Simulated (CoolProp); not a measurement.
Saturation properties of hydrogen chloride (Tc = 324.7 K, pc = 83.14 bar, ω = 0.130).

The numbers come from the reference Helmholtz-energy equation of state, Thol 2018 in CoolProp.

| T (K) | p (bar) | vapour density (kg/m³) | liquid cp (kJ/(kg K)) |
|---|---|---|---|
| 247 | … | 25.62 | 1.806 |
| 251.6 | 14.09 | 29.55 | 1.833 |
| 256.3 | 16.23 | 34.09 | … |
| 260.9 | 18.54 | 39.09 | … |
| 265.5 | … | … | 1.944 |
| 270.1 | 23.89 | 51.06 | 1.994 |
| 274.8 | 27.03 | 58.39 | 2.055 |
| 279.4 | … | … | 2.128 |
| 284 | 34.03 | 75.84 | … |

What belongs in the gaps?


- 247, p (bar): 12.21
- 256.3, liquid cp (kJ/(kg K)): 1.865
- 260.9, liquid cp (kJ/(kg K)): 1.902
- 265.5, p (bar): 21.09
- 265.5, vapour density (kg/m³): 44.71
- 279.4, p (bar): 30.38
- 279.4, vapour density (kg/m³): 66.55
- 284, liquid cp (kJ/(kg K)): 2.217

It boils at 188.2 K under 1 atm.
